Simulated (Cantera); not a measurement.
# Thermodynamics of aluminium nitride and oxide growth, feed Al(CH₃)₃ + NH₃ + N₂ + H₂O

A closed system holds: 1 mol Al(CH₃)₃, 0.25 mol NH₃, 30 mol N₂, 0.53 mol H₂O, at 1748 K.

Method: chemical equilibrium by Gibbs-energy minimisation in Cantera with the NASA 1993 tables (ideal gas, pure condensed phases). Candidate condensed phases: Al, AlN, Al₂O₃, C, C₆H₆, C₇H₈, C₈H₁₈, H₂O; 148 gas species. The feed counts by its element totals alone. Kinetics and transport are ignored.

At 0.000100 bar the condensed part is C(graphite). From 0.000280 bar to 1.00 bar the condensed part is AlN(s) + C(graphite). The main Al-bearing gas is Al throughout.

```
P (Pa)   x N₂   x H₂      x Al    x CO       x H    x HCN  n C(graphite)  n AlN(s)
------  -----  -----  --------  ------  --------  -------  -------------  --------
10      0.809  0.140    0.0268  0.0142   0.00855  0.00159           2.41         0
28      0.815  0.144    0.0202  0.0144   0.00517  0.00162           2.41     0.256
77      0.828  0.148   0.00439  0.0148   0.00317  0.00166           2.41     0.842
220     0.831  0.150  0.000907  0.0149   0.00189  0.00167           2.41     0.967
600     0.832  0.150  0.000201  0.0149   0.00114  0.00167           2.41     0.993
1700    0.832  0.151   4.22e-5  0.0149  0.000680  0.00167           2.41     0.998
4600    0.832  0.151   9.48e-6  0.0149  0.000414  0.00168           2.41     1.000
13000   0.832  0.151   2.00e-6  0.0149  0.000246  0.00168           2.41     1.000
36000   0.832  0.151   4.33e-7  0.0149  0.000148  0.00168           2.41     1.000
100000  0.832  0.151   9.35e-8  0.0149   8.88e-5  0.00168           2.41     1.000
```
x: gas mole fraction; n: condensed amount in mol.
